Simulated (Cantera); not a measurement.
A Cantera script and its output.

```python
import numpy as np
import cantera as ct

gas = ct.Solution("gri30.yaml")
gas.TPX = 2000, 1300, {'C2H6': 1, 'N2': 1.2}
reactor = ct.IdealGasConstPressureReactor(gas, energy="off", clone=False)
net = ct.ReactorNet([reactor])
net.rtol, net.atol = 1e-08, 1e-18
show = ['C2H6', 'HCN', 'C2H', 'H', 'CH3']
times = np.geomspace(2e-06, 100, 10)

steps = ct.SolutionArray(gas, extra=["t"])
rows = []
print(f"{'t/s':>10s}{'T/K':>9s}{'P/Pa':>11s}" + "".join(f"{s:>11s}" for s in show))
for t in times:
    while net.time < t:
        t_next = net.step()
        steps.append(gas.state, t=t_next)
    rows.append([np.interp(t, steps.t, y) for y in (steps.T, steps.P, *steps(*show).X.T)])
    print(f"{t:10.3e}{rows[-1][0]:9.1f}{rows[-1][1]:11.4g}" + "".join(f"{x:11.3e}" for x in rows[-1][2:]))
rate = np.gradient(steps.T, steps.t)
print("integrator steps:", len(steps.t))
if steps.T.max() > steps.T[0] + 200:
    print(f"time of steepest temperature rise: {steps.t[rate.argmax()]:.4e} s")
gas.TPX = 2000, 1300, {'C2H6': 1, 'N2': 1.2}
gas.equilibrate("TP")
print(f"equilibrium (TP): T = {gas.T:.1f} K  " + "  ".join(f"{s} {gas[s].X[0]:.3e}" for s in show))
```

Result:

```
       t/s      T/K       P/Pa       C2H6        HCN        C2H          H        CH3
 2.000e-06   2000.0       1300  4.343e-01  2.614e-12  2.186e-15  5.004e-05  2.707e-02
 1.434e-05   2000.0       1300  3.193e-01  4.071e-08  4.820e-09  2.189e-03  1.333e-01
 1.028e-04   2000.0       1300  1.367e-02  4.430e-06  4.907e-05  1.050e-02  1.560e-01
 7.368e-04   2000.0       1300  1.140e-04  1.012e-05  4.387e-05  4.345e-03  1.935e-02
 5.282e-03   2000.0       1300  1.568e-05  1.239e-05  2.592e-05  2.619e-03  5.933e-03
 3.786e-02   2000.0       1300  1.027e-06  2.002e-05  3.478e-05  3.669e-03  1.660e-03
 2.714e-01   2000.0       1300  1.475e-09  6.374e-05  8.415e-05  8.928e-03  9.379e-05
 1.946e+00   2000.0       1300  2.352e-11  1.139e-04  9.279e-05  9.838e-03  1.104e-05
 1.395e+01   2000.0       1300  2.247e-11  2.998e-04  9.276e-05  9.839e-03  1.072e-05
 1.000e+02   2000.0       1300  2.363e-11  1.484e-03  9.253e-05  9.839e-03  1.108e-05
integrator steps: 1737
equilibrium (TP): T = 2000.0 K  C2H6 2.145e-11  HCN 1.324e-01  C2H 6.686e-05  H 9.839e-03  CH3 1.085e-05
```

Computed with Cantera and GRI-Mech 3.0 (53 species, 325 reactions). GRI-Mech 3.0 stops at C3 and has no aromatics, soot or wall deposition, so with more carbon than oxygen in the feed, carbon stays in small species such as C2H2 where larger ones or solid carbon would form. Radical loss at walls, strong at low pressure, is not modelled.
